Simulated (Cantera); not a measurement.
# Stirred combustor or abatement burner

A perfectly stirred reactor is fed with 4.91 % CH4, 20.0 % O2, 75.1 % N2, at 1.00 atm; it is adiabatic with a 325 K inlet, and is followed from long to short residence time, starting on the burning branch (τ in s: 0.043, 0.021, 0.0099, 0.0047, 0.0023, 0.0011, 0.00053, 0.00025, 0.00012, 5.8e-05, 2.8e-05, 1.3e-05, 6.5e-06).

Computed with Cantera and GRI-Mech 3.0 (53 species, 325 reactions).

| τ (s) | T (K) | x CH4 | x O2 | x CH2CO | x NO | x CH3 |
|---|---|---|---|---|---|---|
| 0.043 | 1474 | 5.68e-5 | 0.102 | 2.46e-8 | 1.29e-6 | 6.36e-6 |
| 0.021 | 1469 | 9.18e-5 | 0.103 | 4.15e-8 | 1.03e-6 | 9.52e-6 |
| 0.0099 | 1458 | 0.000155 | 0.103 | 7.24e-8 | 7.98e-7 | 1.46e-5 |
| 0.0047 | 1441 | 0.000273 | 0.104 | 1.35e-7 | 6.20e-7 | 2.29e-5 |
| 0.0023 | 1409 | 0.000533 | 0.106 | 3.18e-7 | 4.40e-7 | 3.85e-5 |
| 0.0011 | 325 | 0.0491 | 0.200 | <1e-12 | <1e-12 | <1e-12 |
| 0.00053 | 325 | 0.0491 | 0.200 | <1e-12 | <1e-12 | <1e-12 |
| 0.00025 | 325 | 0.0491 | 0.200 | <1e-12 | <1e-12 | <1e-12 |
| 0.00012 | 325 | 0.0491 | 0.200 | <1e-12 | <1e-12 | <1e-12 |
| 5.8e-5 | 325 | 0.0491 | 0.200 | <1e-12 | <1e-12 | <1e-12 |
| 2.8e-5 | 325 | 0.0491 | 0.200 | <1e-12 | <1e-12 | <1e-12 |
| 1.3e-5 | 325 | 0.0491 | 0.200 | <1e-12 | <1e-12 | <1e-12 |
| 6.5e-6 | 325 | 0.0491 | 0.200 | <1e-12 | <1e-12 | <1e-12 |
x: mole fraction; the columns are a selection and need not sum to one.
